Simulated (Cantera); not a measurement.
An isothermal, constant-pressure homogeneous reactor starts with CO : O₂ : H₂O : N₂ = 0.0023 : 0.022 : 0.00047 : 1 (molar parts), equivalence ratio 0.052, at 1048 K and 0.110 bar. Integrator tolerance rtol = 1e-08.

Cantera simulation using GRI-Mech 3.0 (53 species, 325 reactions); the numbers are that mechanism's predictions, not measurements.

Task: What does this change do: pressure from 0.110 bar to 1.90 bar?

Result: 
```tsv
quantity	before	after
x(CO) at 3.00 s	4.64e-5 (gas-phase equilibrium 1.38e-11)	0.00104 (gas-phase equilibrium 3.32e-12)
x(O₂) at 3.00 s	0.0204 (gas-phase equilibrium 0.0204)	0.0209 (gas-phase equilibrium 0.0204)
x(H₂O) at 3.00 s	0.000458 (gas-phase equilibrium 0.000459)	0.000458 (gas-phase equilibrium 0.000459)
x(CO₂) at 3.00 s	0.00220 (gas-phase equilibrium 0.00225)	0.00120 (gas-phase equilibrium 0.00225)
x(NO) at 3.00 s	1.84e-8 (gas-phase equilibrium 1.80e-5)	2.11e-9 (gas-phase equilibrium 1.80e-5)
```

Task: What does this change do: 0.0018 parts CH4 added?

Result: 
| quantity | before | after |
|---|---|---|
| x(CO) at 3.00 s | 4.64e-5 (gas-phase equilibrium 1.38e-11) | 0.00224 (gas-phase equilibrium 2.70e-11) |
| x(O₂) at 3.00 s | 0.0204 (gas-phase equilibrium 0.0204) | 0.0214 (gas-phase equilibrium 0.0168) |
| x(H₂O) at 3.00 s | 0.000458 (gas-phase equilibrium 0.000459) | 0.000463 (gas-phase equilibrium 0.00397) |
| x(CO₂) at 3.00 s | 0.00220 (gas-phase equilibrium 0.00225) | 1.24e-6 (gas-phase equilibrium 0.00400) |
| x(NO) at 3.00 s | 1.84e-8 (gas-phase equilibrium 1.80e-5) | <1e-12 (gas-phase equilibrium 1.64e-5) |
